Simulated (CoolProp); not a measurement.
C3F8 (R218) along the isotherm 328 K: fugacity coefficient from the reference equation and from simpler models built on Tc = 345.0 K, pc = 2.640 MPa, ω = 0.317; each cubic takes its own stable root.

Values from CoolProp's reference Helmholtz-energy equation of state, Lemmon 2006. It is a short technical equation, of lower accuracy than the large ones.

```
p (MPa)   phase  reference  Redlich-Kwong  Soave-Redlich-Kwong  Peng-Robinson
-------  ------  ---------  -------------  -------------------  -------------
0.495       gas     0.9271         0.9270               0.9249         0.9180
0.99        gas     0.8538         0.8552               0.8511         0.8386
1.49        gas     0.7778         0.7830               0.7765         0.7596
1.98     liquid     0.6708         0.7092               0.6782         0.6574
2.48     liquid     0.5522         0.5882               0.5613         0.5419
2.97     liquid     0.4749         0.5088               0.4848         0.4663
3.47     liquid     0.4186         0.4508               0.4290         0.4111
3.96     liquid     0.3775         0.4083               0.3881         0.3707
```
